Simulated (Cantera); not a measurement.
# Ammonia decomposition in nitride growth gas

An isothermal, constant-pressure homogeneous reactor starts with 9.09 % NH3, 90.9 % N2, at 1675 K and 90000 Pa.

Cantera simulation using the gas-phase N/H chemistry of the illustrative SiF4/NH3 mechanism in the Surface Chemkin manual (1991); the numbers are that mechanism's predictions, not measurements. Walls and surfaces, which speed up NH3 decomposition in real reactors, are not modelled.

| t (s) | x NH3 | x H2 | x N | x NH2 | x H | x N2H4 |
|---|---|---|---|---|---|---|
| 0.000600 | 0.0909 | 7.86e-6 | 2.79e-11 | 1.47e-5 | 1.61e-8 | 2.16e-9 |
| 0.00159 | 0.0909 | 2.78e-5 | 1.32e-10 | 3.62e-5 | 2.98e-8 | 1.31e-8 |
| 0.00419 | 0.0908 | 0.000140 | 4.70e-10 | 6.00e-5 | 8.26e-8 | 3.61e-8 |
| 0.0111 | 0.0905 | 0.000529 | 1.21e-9 | 6.21e-5 | 1.94e-7 | 3.86e-8 |
| 0.0293 | 0.0897 | 0.00156 | 3.28e-9 | 5.98e-5 | 4.65e-7 | 3.59e-8 |
| 0.0775 | 0.0878 | 0.00425 | 8.88e-9 | 5.58e-5 | 1.13e-6 | 3.12e-8 |
| 0.205 | 0.0829 | 0.0109 | 1.95e-8 | 4.99e-5 | 2.68e-6 | 2.50e-8 |
| 0.541 | 0.0719 | 0.0261 | 2.99e-8 | 4.22e-5 | 6.18e-6 | 1.79e-8 |
| 1.43 | 0.0517 | 0.0539 | 3.26e-8 | 3.14e-5 | 1.31e-5 | 9.85e-9 |
| 3.78 | 0.0269 | 0.0880 | 2.61e-8 | 1.80e-5 | 2.36e-5 | 3.24e-9 |
| 10.0 | 0.00967 | 0.112 | 1.46e-8 | 7.37e-6 | 3.41e-5 | 5.44e-10 |
x: mole fraction; the columns are a selection and need not sum to one.

Equilibrium at this temperature and pressure: NH3 1.42e-6, H2 0.125, N 3.29e-12, NH2 1.24e-9, H 4.36e-5, N2H4 <1e-12 (gas phase only).
